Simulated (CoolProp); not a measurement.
Model: reference Helmholtz-energy equation of state, Thol 2021, in CoolProp.

Q: Give the vapour pressure (MPa), liquid density (kg/m³), vapour density (kg/m³), enthalpy of vaporisation (kJ/kg) of saturated chlorine at 274.9 K.

A: 
```csv
T (K),p (MPa),liquid density (kg/m³),vapour density (kg/m³),enthalpy of vaporisation (kJ/kg)
274.9,0.390,1460,13.0,265
```
